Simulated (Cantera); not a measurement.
An isothermal, constant-pressure homogeneous reactor starts with H2 : O2 = 0.27 : 1 (molar parts), at 1300 K and 290 Pa. Integrator tolerance rtol = 1e-08.

Model: the H2/O2 subset of GRI-Mech 3.0, which has no nitrogen chemistry, integrated in Cantera. Radical loss at walls, strong at low pressure, is not modelled. The temperature is held fixed by assumption; the heat of reaction is taken as removed at once.

Task: What does this change do: temperature 1300 to 1325 K?

Result: 
| quantity | before | after |
|---|---|---|
| x(H2) at 100 s | 7.12e-7 (gas-phase equilibrium 4.42e-7) | 9.23e-7 (gas-phase equilibrium 6.83e-7) |
| x(O2) at 100 s | 0.762 (gas-phase equilibrium 0.762) | 0.762 (gas-phase equilibrium 0.762) |
| x(H2O2) at 100 s | 7.96e-10 (gas-phase equilibrium 6.13e-10) | 8.52e-10 (gas-phase equilibrium 7.40e-10) |
| x(H2O) at 100 s | 0.238 (gas-phase equilibrium 0.238) | 0.238 (gas-phase equilibrium 0.238) |
| x(HO2) at 100 s | 2.96e-8 (gas-phase equilibrium 3.52e-8) | 3.98e-8 (gas-phase equilibrium 4.45e-8) |
| x(O) at 100 s | 4.65e-6 (gas-phase equilibrium 2.89e-6) | 6.07e-6 (gas-phase equilibrium 4.49e-6) |
| x(OH) at 100 s | 0.000123 (gas-phase equilibrium 9.66e-5) | 0.000149 (gas-phase equilibrium 0.000128) |
